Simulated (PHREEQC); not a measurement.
A solution holds 0.0035 mol/kgw CdSO4, at 20 °C. Closed to the air; pH follows from the charge balance.

Computed with PHREEQC (ion-association model, wateq4f.dat).

No solid was allowed to form.

**Question.** Order these S species by the share of S that they hold, largest first: SO4-2, CdSO4, Cd(SO4)2-2.

**Answer.** SO4-2 (75 %), CdSO4 (24 %), Cd(SO4)2-2 (1.4 %)

**Question.** Order these Cd species by the share of Cd that they hold, largest first: CdSO4, Cd(SO4)2-2, Cd+2.

**Answer.** Cd+2 (75 %), CdSO4 (24 %), Cd(SO4)2-2 (0.72 %)

The pH is 6.51 and the ionic strength 0.0106 mol/kgw.
